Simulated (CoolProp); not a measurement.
The fluid at 293.15 K and 0.71 MPa is compressed adiabatically to 4.24 MPa with isentropic efficiency 0.7. The same conditions are run with several fluids, on thermodynamics alone (safety and materials aside).

Computed with CoolProp (reference Helmholtz-energy equation of state of each fluid (R410A: Lemmon 2003; nitrous oxide: Lemmon 2006; sulfur hexafluoride: Guder 2009; C2F6 (R116): Lemmon 2006)). Blends and air are pseudo-pure fits.

Q: Rank R410A, nitrous oxide, sulfur hexafluoride, C2F6 (R116) by work (kJ/kg), highest first.

A: nitrous oxide (163), R410A (83.0), C2F6 (R116) (41.1), sulfur hexafluoride (38.3)

```tsv
fluid	final temperature (K)	final phase	final density (kg/m³)
R410A	409.3	gas	110
nitrous oxide	474.5	gas	49.5
sulfur hexafluoride	369.3	supercritical	272
C2F6 (R116)	363.4	supercritical	251
```
